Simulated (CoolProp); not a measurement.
Vapour pressure (MPa) of dimethyl carbonate: the reference equation beside estimates from Tc = 557.0 K, pc = 4.909 MPa, ω = 0.346.

Model: reference Helmholtz-energy equation of state, Zhou 2011, in CoolProp.

| T (K) | reference | Lee-Kesler | van der Waals | Redlich-Kwong | Soave-Redlich-Kwong | Peng-Robinson |
|---|---|---|---|---|---|---|
| 359.2 | 0.08888 | 0.08699 | 0.6388 | 0.2063 | 0.08722 | 0.08827 |
| 372.4 | 0.1345 | 0.1330 | 0.7752 | 0.2877 | 0.1330 | 0.1338 |
| 385.6 | 0.1967 | 0.1963 | 0.9297 | 0.3906 | 0.1962 | 0.1962 |
| 398.9 | 0.2802 | 0.2817 | 1.104 | 0.5189 | 0.2814 | 0.2802 |
| 412.1 | 0.3878 | 0.3922 | 1.298 | 0.6735 | 0.3921 | 0.3892 |
| 425.3 | 0.5247 | 0.5330 | 1.511 | 0.8582 | 0.5337 | 0.5283 |
| 438.6 | 0.6971 | 0.7105 | 1.748 | 1.077 | 0.7129 | 0.7044 |
| 451.8 | 0.9077 | 0.9270 | 2.005 | 1.331 | 0.9326 | 0.9204 |
| 465 | 1.163 | 1.189 | 2.285 | 1.622 | 1.200 | 1.183 |
| 478.2 | 1.470 | 1.503 | 2.588 | 1.954 | 1.520 | 1.500 |
| 491.5 | 1.839 | 1.879 | 2.918 | 2.332 | 1.904 | 1.880 |
| 504.7 | 2.272 | 2.318 | 3.269 | 2.753 | 2.351 | 2.324 |
| 517.9 | 2.781 | 2.831 | 3.645 | 3.222 | 2.871 | 2.844 |

Absolute difference from the reference over all 13 rows, mean and median: Lee-Kesler 1.6 and 1.9 %, van der Waals 212.5 and 150.8 %, Redlich-Kwong 61.9 and 54.5 %, Soave-Redlich-Kwong 2.2 and 2.3 %, Peng-Robinson 1.2 and 1.0 %.
